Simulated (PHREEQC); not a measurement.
0.16 g of hydrous ferric oxide (600 m²/g; 0.2 weak and 0.005 strong sites per Fe, Dzombak-Morel constants, diffuse double layer) in 1 kg of water with 0.005 mol/kgw of an inert sodium salt and 6.1e-07 mol/kgw MgCl2 and 7.3e-07 mol/kgw H3BO3, at 25 °C; the pH is set by adding NaOH or the inert anion's acid. Oxygen alone is held at its pressure in air (log pO2 = -0.68). No CO2 enters from the air. Precipitation was switched off in this run.

The series has 13 steps of pH, from 4 to 12.

Model: ion-association model, wateq4f.dat, run in PHREEQC.

Q: Near which pH is half of the Mg sorbed, and on which side is more sorbed?

A: Near pH 8.2, with more sorbed at higher pH.
